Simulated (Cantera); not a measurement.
A freely propagating, adiabatic, planar premixed flame of H2 : O2 : N2 = 1 : 0.192 : 0.723 (molar parts), unburnt at 350 K and 3.80 bar; mixture-averaged transport, grid criteria slope 0.08 and curve 0.16, no radiation.

Cantera simulation using the H2/O2 subset of GRI-Mech 3.0, which has no nitrogen chemistry; the numbers are that mechanism's predictions, not measurements. The hydrogen kinetics of GRI-Mech 3.0 are dated; newer H2 mechanisms differ, most at raised pressure. Burning velocities carry a grid error of a few per cent, more on coarse grids.

Problem. Predict: laminar burning velocity; thermal thickness; peak x(H); peak x(O); peak x(OH).

Solution. 
| Property | Value |
|---|---|
| laminar burning velocity | 305 cm/s |
| thermal thickness | 0.0728 mm |
| peak x(H) | 0.0349 |
| peak x(O) | 0.000901 |
| peak x(OH) | 0.00122 |
